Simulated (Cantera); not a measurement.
Mixture: C₂H₄ : O₂ : N₂ : H₂O = 1 : 2.14 : 8.06 : 0.46 (molar parts), at 28.0 bar, adiabatic and at constant volume. Ignition delay is the time to a rise of 400 K.

Model: GRI-Mech 3.0 (53 species, 325 reactions), integrated in Cantera. GRI-Mech 3.0 was tuned for natural gas; its chemistry of ethylene as a main component is partial and can be far from experiment. The pressure lies above the range GRI-Mech 3.0 was tuned for (to about 10 atm).

Problem. Predict: delay at 1300 K; delay at 1400 K; delay at 1500 K; delay at 1600 K; delay at 1700 K; delay at 1800 K; apparent activation energy between 1600 and 1800 K.

Solution. 
```json
{
 "delay at 1300 K": "81.9 µs",
 "delay at 1400 K": "16.7 µs",
 "delay at 1500 K": "4.08 µs",
 "delay at 1600 K": "1.48 µs",
 "delay at 1700 K": "0.783 µs",
 "delay at 1800 K": "0.502 µs",
 "apparent activation energy between 1600 and 1800 K": "130 kJ/mol"
}
```
